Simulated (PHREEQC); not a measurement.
Make-up at 25 °C: 0.0035 mol/kgw NaHF2. Closed to the air; pH follows from the charge balance.

Computed with PHREEQC (ion-association model, phreeqc.dat).

No solid was allowed to form.

Problem. Estimate the pH.

Solution. pH 3.29.

Problem. In which forms is F present?

Solution. F- 57 %, HF 41 %, HF2- 1.3 % of the F.

Complexes and solids missing from the database can't appear.
